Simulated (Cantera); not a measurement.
Input (Python, Cantera):

```python
import numpy as np
import cantera as ct

gas = ct.Solution("gri30.yaml")
gas.TPX = 573, 1000000, {'CO': 1, 'H2': 0.051, 'CH4': 0.22, 'O2': 1.18, 'N2': 4.71}
flame = ct.FreeFlame(gas, width=0.008)
flame.set_refine_criteria(ratio=3, slope=0.08, curve=0.16)
flame.transport_model = "mixture-averaged"
flame.solve(loglevel=0, auto=True)
z, T = flame.grid, flame.T
thick = (T[-1] - T[0]) / np.gradient(T, z).max()
show = ['CO', 'H2', 'CH4', 'CH3', 'CO2', 'CH2O']
print(f"laminar burning velocity  {flame.velocity[0] * 100:.3f} cm/s")
print(f"burnt temperature         {T[-1]:.1f} K")
print(f"thermal thickness         {thick * 1e3:.4f} mm")
print(f"grid points               {len(z)}")
z0 = z[flame.heat_release_rate.argmax()]
print(f"{'z/mm':>9s}{'T/K':>9s}{'u/(m/s)':>9s}" + "".join(f"{s:>11s}" for s in show))
rows = []
for k in (-3, -2, -1.5, -1, -0.5, -0.25, 0, 0.25, 0.5, 1, 2, 4, 8):
    zz = z0 + k * thick
    rows.append([k * thick, np.interp(zz, z, T), np.interp(zz, z, flame.velocity),
                 *(np.interp(zz, z, flame.X[gas.species_index(s)]) for s in show)])
    print(f"{rows[-1][0] * 1e3:9.3f}{rows[-1][1]:9.1f}{rows[-1][2]:9.3f}" + "".join(f"{x:11.3e}" for x in rows[-1][3:]))
```

It prints:

```
laminar burning velocity  58.290 cm/s
burnt temperature         2335.2 K
thermal thickness         0.0631 mm
grid points               131
     z/mm      T/K  u/(m/s)         CO         H2        CH4        CH3        CO2       CH2O
   -0.189    573.2    0.583  1.397e-01  6.992e-03  3.072e-02  7.161e-11  1.370e-06  6.477e-08
   -0.126    575.2    0.585  1.396e-01  6.787e-03  3.067e-02  6.078e-10  1.959e-05  8.786e-07
   -0.095    582.4    0.592  1.395e-01  6.534e-03  3.047e-02  3.149e-09  1.137e-04  4.901e-06
   -0.063    620.8    0.631  1.384e-01  6.064e-03  2.943e-02  4.739e-08  8.935e-04  3.634e-05
   -0.032    883.4    0.897  1.297e-01  5.234e-03  2.240e-02  1.278e-05  1.128e-02  3.819e-04
   -0.016   1240.6    1.252  1.156e-01  4.717e-03  1.265e-02  1.836e-04  3.334e-02  6.344e-04
    0.000   1651.5    1.644  9.102e-02  3.680e-03  2.429e-03  2.497e-04  7.236e-02  2.666e-04
    0.016   1887.5    1.849  6.138e-02  2.330e-03  8.246e-05  1.681e-05  1.105e-01  1.724e-05
    0.032   2015.5    1.953  4.196e-02  1.941e-03  1.334e-06  3.807e-07  1.338e-01  3.669e-07
    0.063   2148.3    2.060  2.514e-02  1.536e-03  9.314e-10  3.781e-10  1.538e-01  5.088e-10
    0.126   2249.6    2.142  1.425e-02  9.316e-04  9.082e-15  8.530e-15  1.666e-01  5.038e-11
    0.252   2307.2    2.188  7.884e-03  5.224e-04  6.429e-17  2.984e-16  1.739e-01  1.558e-11
    0.505   2330.9    2.206  5.104e-03  3.543e-04  6.270e-18  2.503e-17  1.771e-01  7.114e-12
```

Cantera simulation using GRI-Mech 3.0 (53 species, 325 reactions); the numbers are that mechanism's predictions, not measurements. Burning velocities carry a grid error of a few per cent, more on coarse grids.
